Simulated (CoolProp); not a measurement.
Properties of hydrogen sulfide at several states (Tc = 100.0 °C, pc = 8.999 MPa, ω = 0.101).

The numbers come from the reference Helmholtz-energy equation of state, Lemmon 2006 in CoolProp. It is a short technical equation, of lower accuracy than the large ones.

| T (°C) | p (MPa) | phase | density (kg/m³) | cp (kJ/(kg K)) | speed of sound (m/s) | viscosity (µPa s) |
|---|---|---|---|---|---|---|
| -2.75 | 0.0464 | gas | 0.7067 | 1.001 | 294.9 | 10.9 |
| 111.65 | 0.111 | gas | 1.187 | 1.042 | 349.7 | 15.7 |
| 28.65 | 0.045 | gas | 0.6132 | 1.008 | 311.4 | 12.3 |
| 13.45 | 0.325 | gas | 4.784 | 1.049 | 299.2 | 11.5 |

Viscosity comes from a separate model (Quiñones-Cisneros 2012).
